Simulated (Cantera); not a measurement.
An isothermal, constant-pressure homogeneous reactor starts with CH4 : O2 : N2 = 0.0027 : 0.018 : 1 (molar parts), equivalence ratio 0.30, at 900 K and 10.0 bar. Integrator tolerance rtol = 1e-08.

Cantera simulation using GRI-Mech 3.0 (53 species, 325 reactions); the numbers are that mechanism's predictions, not measurements. Below about 1000 K GRI-Mech 3.0 lacks low-temperature oxidation paths.

Q: What does this change do: N2 1 to 0.16 parts?

A: 
| quantity | before | after |
|---|---|---|
| x(CH4) at 3.00 s | 0.00264 (gas-phase equilibrium <1e-12) | 0.000237 (gas-phase equilibrium <1e-12) |
| x(O2) at 3.00 s | 0.0176 (gas-phase equilibrium 0.0123) | 0.0730 (gas-phase equilibrium 0.0697) |
| x(NO) at 3.00 s | <1e-12 (gas-phase equilibrium 2.51e-6) | <1e-12 (gas-phase equilibrium 5.67e-6) |
| x(HO2) at 3.00 s | 4.13e-8 (gas-phase equilibrium 7.69e-12) | 1.96e-6 (gas-phase equilibrium 6.70e-11) |
| x(CH2O) at 3.00 s | 4.18e-6 (gas-phase equilibrium <1e-12) | 1.48e-5 (gas-phase equilibrium <1e-12) |
| x(H2O) at 3.00 s | 5.58e-6 (gas-phase equilibrium 0.00529) | 0.0293 (gas-phase equilibrium 0.0299) |
The temperature is held fixed by assumption; the heat of reaction is taken as removed at once.
